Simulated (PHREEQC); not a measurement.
City or well water (model solution)

Synthetic water in mg/kgw, 20 °C, pH 8.78, pe 12.3:

```tsv
constituent	mg/kgw
Na	7.02
K	3.06
Ca	26.6
Mg	0.946
Cl	47.7
S(6) as SO4	5.38
Alkalinity as HCO3	19.7
Pb	6.59
Zn	0.486
Br	2.53
```

Valence states are taken as typed.

All values are PHREEQC results (ion-association model, phreeqc.dat), not measurements.

The ionic strength comes out as 0.00250 mol/kgw and the specific conductance is 192 µS/cm. The charge-balance error is 1.6 %.

| species | molality | activity | log γ |
|---|---|---|---|
| Cl- | 0.00135 | 0.00127 | -0.024 |
| Ca+2 | 0.000654 | 0.000528 | -0.093 |
| O2 | 0.000359 | 0.000359 | 0.000 |
| Na+ | 0.000305 | 0.000289 | -0.024 |
| HCO3- | 0.000222 | 0.000211 | -0.023 |
| K+ | 7.82e-5 | 7.40e-5 | -0.024 |

This is a speciation only: nothing precipitates in the calculation. The solution is supersaturated, for example in Pb(OH)2, Cerussite, so a real one may precipitate; this is no full list. The database's zinc carbonate complexes are estimates, stronger than later reviews accept.
